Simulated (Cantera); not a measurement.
A closed system holds: 1 mol V, 0.054 mol H2O, 11 mol H2.

Equilibrium computed with Cantera from the NASA thermochemical tables; the gas is ideal and each condensed phase is pure. Candidate condensed phases: H2O, V, VO, V2O3, V2O4, V2O5; 12 gas species. Mutual solubility and eutectic melting of coexisting phases are not modelled. VO: taken at fixed stoichiometry. Condensed phases not in the tables: N, O or C dissolved in the metal. Rates play no part.

Stable condensed phases, one row left out:

```
T in K \ P in Pa
            0.10       1      10     100    1000   10000  100000 1000000
   1925        A       A       B       C       C       C       C       C
   1850        A       B       C       C       C       C       C       C
   1775        B       C       C       C       C       C       C       C
   1700        B       C       C       C       C       C       C       C
   1550        C       C       C       C       C       C       C       C
   1475        C       C       C       C       C       C       C       C
   1400        C       C       C       C       C       C       C       C
   1325        C       C       C       C       C       C       C       C
   1250        C       C       C       C       C       C       C       C
   1175        C       C       C       C       C       C       C       C
   1100        C       C       C       C       C       C       C       C
```

A: gas only; B: V; C: V + VO.

Problem. Give the row for 1625 K.

Solution. 0.10: V + VO; 1: V + VO; 10: V + VO; 100: V + VO; 1000: V + VO; 10000: V + VO; 100000: V + VO; 1000000: V + VO.
